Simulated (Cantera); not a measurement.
# Reactions in the system C-Cl-H

Cantera with NASA thermochemical tables; ideal gases at 1 bar, condensed phases pure. Values are per mole of reaction as written; species without (g) are pure solids or liquids, kept so even where they would boil at 1 bar.

6 CH2Cl2(g) ⇌ 3 H2(g) + C6H6(g) + 12 Cl(g)

```
T (K)  ΔH° (kJ)  ΔS° (J/K)  ΔG° (kJ)  log10 K
-----  --------  ---------  --------  -------
300      2111.1     1021.6    1804.6  -314.20
975      2167.6     1129.2    1066.6   -57.14
1025     2170.0     1131.6    1010.1   -51.47
1075     2172.2     1133.8     953.5   -46.33
1125     2174.4     1135.7     896.7   -41.63
1175     2176.4     1137.4     839.9   -37.34
1225     2178.2     1139.0     783.0   -33.39
1275     2180.0     1140.4     726.0   -29.74
1325     2181.7     1141.7     668.9   -26.37
1375     2183.2     1142.8     611.8   -23.24
1425     2184.7     1143.9     554.7   -20.33
```

CH4(g) ⇌ C + 2 H2(g)

```csv
T (K),ΔH° (kJ),ΔS° (J/K),ΔG° (kJ),log10 K
300,74.7,80.9,50.4,-8.77
975,88.9,108.4,-16.8,0.90
1025,89.3,108.8,-22.2,1.13
1075,89.7,109.2,-27.7,1.35
1125,90.0,109.5,-33.2,1.54
1175,90.2,109.7,-38.6,1.72
1225,90.4,109.8,-44.1,1.88
1275,90.5,109.9,-49.6,2.03
1325,90.6,110.0,-55.1,2.17
1375,90.7,110.0,-60.6,2.30
1425,90.7,110.1,-66.1,2.42
```

C6H6(g) ⇌ 3 C2H2(g)

```tsv
T (K)	ΔH° (kJ)	ΔS° (J/K)	ΔG° (kJ)	log10 K
300	601.8	333.9	501.6	-87.34
975	612.3	359.2	262.1	-14.04
1025	611.9	358.8	244.1	-12.44
1075	611.5	358.4	226.2	-10.99
1125	611.1	358.0	208.3	-9.67
1175	610.6	357.6	190.4	-8.46
1225	610.1	357.2	172.5	-7.36
1275	609.5	356.7	154.7	-6.34
1325	608.9	356.3	136.9	-5.39
1375	608.3	355.8	119.1	-4.52
1425	607.7	355.4	101.3	-3.71
```

3 C2H6(g) ⇌ 2 C3H8(g) + H2(g)

```json
[
 {"T (K)": "300", "ΔH° (kJ)": "42.2", "ΔS° (J/K)": "-16.2", "ΔG° (kJ)": "47.1", "log10 K": "-8.20"},
 {"T (K)": "975", "ΔH° (kJ)": "54.2", "ΔS° (J/K)": "5.6", "ΔG° (kJ)": "48.8", "log10 K": "-2.61"},
 {"T (K)": "1025", "ΔH° (kJ)": "54.8", "ΔS° (J/K)": "6.2", "ΔG° (kJ)": "48.5", "log10 K": "-2.47"},
 {"T (K)": "1075", "ΔH° (kJ)": "55.3", "ΔS° (J/K)": "6.7", "ΔG° (kJ)": "48.2", "log10 K": "-2.34"},
 {"T (K)": "1125", "ΔH° (kJ)": "55.9", "ΔS° (J/K)": "7.2", "ΔG° (kJ)": "47.8", "log10 K": "-2.22"},
 {"T (K)": "1175", "ΔH° (kJ)": "56.4", "ΔS° (J/K)": "7.6", "ΔG° (kJ)": "47.4", "log10 K": "-2.11"},
 {"T (K)": "1225", "ΔH° (kJ)": "56.8", "ΔS° (J/K)": "8.0", "ΔG° (kJ)": "47.0", "log10 K": "-2.01"},
 {"T (K)": "1275", "ΔH° (kJ)": "57.3", "ΔS° (J/K)": "8.3", "ΔG° (kJ)": "46.6", "log10 K": "-1.91"},
 {"T (K)": "1325", "ΔH° (kJ)": "57.7", "ΔS° (J/K)": "8.7", "ΔG° (kJ)": "46.2", "log10 K": "-1.82"},
 {"T (K)": "1375", "ΔH° (kJ)": "58.1", "ΔS° (J/K)": "8.9", "ΔG° (kJ)": "45.8", "log10 K": "-1.74"},
 {"T (K)": "1425", "ΔH° (kJ)": "58.5", "ΔS° (J/K)": "9.2", "ΔG° (kJ)": "45.3", "log10 K": "-1.66"}
]
```
